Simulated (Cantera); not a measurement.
## Pyrogenic steam for wet oxidation

An isothermal, constant-pressure homogeneous reactor starts with H2 : O2 : N2 = 1.7 : 1 : 2 (molar parts), at 998 K and 100000 Pa.

Model: the H2/O2 subset of GRI-Mech 3.0, which has no nitrogen chemistry, integrated in Cantera. The temperature is held fixed by assumption; the heat of reaction is taken as removed at once.

| t (s) | x H2 | x O2 | x O | x OH | x H | x H2O2 |
|---|---|---|---|---|---|---|
| 4.00e-6 | 0.362 | 0.213 | 1.92e-11 | 6.92e-12 | 1.95e-10 | <1e-12 |
| 2.06e-5 | 0.362 | 0.213 | 2.01e-10 | 6.59e-11 | 1.61e-9 | 7.03e-12 |
| 0.000106 | 0.362 | 0.213 | 3.57e-8 | 1.17e-8 | 2.78e-7 | 4.09e-9 |
| 0.000548 | 0.191 | 0.130 | 1.10e-7 | 1.03e-7 | 7.07e-7 | 0.000152 |
| 0.00283 | 0.190 | 0.130 | 1.39e-7 | 1.22e-7 | 8.99e-7 | 0.000265 |
| 0.0146 | 0.181 | 0.126 | 3.55e-7 | 3.79e-7 | 2.31e-6 | 0.000687 |
| 0.0752 | 0.124 | 0.0980 | 3.07e-7 | 4.04e-7 | 1.79e-6 | 0.000570 |
| 0.388 | 0.0230 | 0.0499 | 1.61e-7 | 3.37e-7 | 4.48e-7 | 0.000107 |
| 2.00 | 0.000337 | 0.0391 | 2.72e-9 | 7.45e-8 | 2.06e-9 | 4.57e-7 |
x: mole fraction; the columns are a selection and need not sum to one.

Equilibrium at this temperature and pressure: H2 1.85e-10, O2 0.0390, O 2.94e-11, OH 1.53e-7, H <1e-12, H2O2 2.39e-10 (gas phase only).
